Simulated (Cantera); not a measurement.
HMDSO + N2O (silicon oxide and oxynitride deposition)

Charge: 1 mol HMDSO, 0.46 mol N2O, at 308 Torr.

Method: chemical equilibrium by Gibbs-energy minimisation in Cantera with the NASA 1993 tables (ideal gas, pure condensed phases). Candidate condensed phases: C, C6H6, C7H8, C8H18, H2O, Si, SiC, SiO2, Si2N2O, Si3N4; 151 gas species. The feed counts by its element totals alone. Mutual solubility and eutectic melting of coexisting phases are not modelled. The tables hold silica as quartz up to 1696 K and as liquid above; real silica turns to tridymite and cristobalite and melts near 1996 K. The numbers say what is thermodynamically allowed, not how fast it happens.

From 650 K to 800 K the condensed part is C(graphite) + SiC(s) + SiO2(α-quartz) + Si2N2O(s). From 875 K to 1400 K the condensed part is C(graphite) + SiC(s) + SiO2(β-quartz) + Si2N2O(s).

```tsv
T (K)	log p H2	log p CH4	log p CO	log p N2	n C(graphite)	n SiC(s)	n SiO2(α-quartz)	n Si2N2O(s)	n SiO2(β-quartz)
650	-0.97	-0.52	<-12	<-12	1.60	0.580	0.500	0.460	0
725	-0.70	-0.68	<-12	<-12	2.39	0.580	0.500	0.460	0
800	-0.53	-0.94	-10.89	<-12	3.43	0.580	0.500	0.460	0
875	-0.45	-1.26	-9.18	<-12	4.36	0.580	0	0.460	0.500
950	-0.41	-1.60	-7.74	-11.49	4.91	0.580	0	0.460	0.500
1025	-0.40	-1.93	-6.52	-9.96	5.17	0.580	0	0.460	0.500
1100	-0.39	-2.23	-5.46	-8.65	5.29	0.580	0	0.460	0.500
1175	-0.39	-2.50	-4.54	-7.51	5.35	0.580	0	0.460	0.500
1250	-0.39	-2.74	-3.74	-6.50	5.37	0.582	0	0.460	0.498
1325	-0.39	-2.95	-3.03	-5.61	5.36	0.590	0	0.460	0.490
1400	-0.39	-3.15	-2.39	-4.82	5.27	0.625	0	0.460	0.455
```
log p: log10 of the partial pressure in bar; n: condensed amount in mol.
